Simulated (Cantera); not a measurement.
An isothermal, constant-pressure homogeneous reactor starts with NH3 : H2 = 1 : 7.3 (molar parts), at 2225 K and 0.0602 atm.

Model: the gas-phase N/H chemistry of the illustrative SiF4/NH3 mechanism in the Surface Chemkin manual (1991), integrated in Cantera. Walls and surfaces, which speed up NH3 decomposition in real reactors, are not modelled.

One state of this run: x NH3 = 0.00171; x H2 = 0.936; x N2H4 = 1.55e-11; x H = 0.00938; x NH = 1.28e-5. x: mole fraction; the columns are a selection and need not sum to one.

Which value of t (s) does it belong to?
(A) 0.00988
(B) 0.000892
(C) 1.21
(D) 0.244

D, 0.244
